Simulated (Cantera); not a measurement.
## Low-pressure radical oxidation in H2/O2

An isothermal, constant-pressure homogeneous reactor starts with 0.229 % H2, 99.8 % O2, equivalence ratio 0.0011, at 1423 K and 10.00 Torr.

Detailed kinetics in Cantera: the H2/O2 subset of GRI-Mech 3.0, which has no nitrogen chemistry. Radical loss at walls, strong at low pressure, is not modelled.

| t (s) | x H2 | x O2 | x H2O | x HO2 | x OH |
|---|---|---|---|---|---|
| 3.00e-6 | 0.00229 | 0.998 | <1e-12 | 2.19e-10 | 1.72e-11 |
| 1.96e-5 | 0.00229 | 0.998 | 3.76e-12 | 1.43e-9 | 5.56e-10 |
| 0.000128 | 0.00229 | 0.998 | 4.38e-10 | 9.35e-9 | 8.20e-9 |
| 0.000838 | 0.00229 | 0.998 | 2.83e-8 | 6.08e-8 | 8.04e-8 |
| 0.00548 | 0.00228 | 0.998 | 7.49e-6 | 3.77e-7 | 6.65e-6 |
| 0.0358 | 2.12e-6 | 0.995 | 0.00211 | 8.66e-8 | 0.000325 |
| 0.234 | 1.92e-6 | 0.996 | 0.00212 | 8.24e-8 | 0.000311 |
| 1.53 | 1.18e-6 | 0.996 | 0.00216 | 6.24e-8 | 0.000244 |
| 10.0 | 2.09e-7 | 0.997 | 0.00224 | 2.35e-8 | 0.000103 |
x: mole fraction; the columns are a selection and need not sum to one.

Equilibrium at this temperature and pressure: H2 1.27e-8, O2 0.998, H2O 0.00228, HO2 1.79e-8, OH 2.54e-5 (gas phase only).
